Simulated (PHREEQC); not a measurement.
A column of 1 m (40 cells, dispersivity 0.08 m, 3600 s a shift, diffusion coefficient 3e-10 m²/s) holds 0.26 eq of the database's cation exchanger X per kg of pore water, first in equilibrium with 0.015 mol/kgw NaCl, 0.0015 mol/kgw ZnSO4, 0.017 mol/kgw LiCl and 1e-05 mol/kgw HCl. It is flushed with 75 mmol/kgw KCl, 55 mmol/kgw KBr and 0.01 mmol/kgw HCl, at 40 °C. Values are for the last cell. CO2 from the air is kept out. Precipitation was switched off in this run.

Equilibrium calculation in PHREEQC: ion-association model, phreeqc.dat.

### Question
Predict K in solution (mol/kgw), Br in solution (mol/kgw) at pore volumes = 0, 1.363, 2.487, 4.062.

### Answer
```json
[
 {"pore volumes": "0", "K in solution (mol/kgw)": "0", "Br in solution (mol/kgw)": "0"},
 {"pore volumes": "1.363", "K in solution (mol/kgw)": "0.00119", "Br in solution (mol/kgw)": "0.0462"},
 {"pore volumes": "2.487", "K in solution (mol/kgw)": "0.0507", "Br in solution (mol/kgw)": "0.0548"},
 {"pore volumes": "4.062", "K in solution (mol/kgw)": "0.110", "Br in solution (mol/kgw)": "0.0550"}
]
```

Species that the database lacks are ignored. At this temperature some constants are extrapolated from 25 °C, and those without enthalpy data are left unchanged.
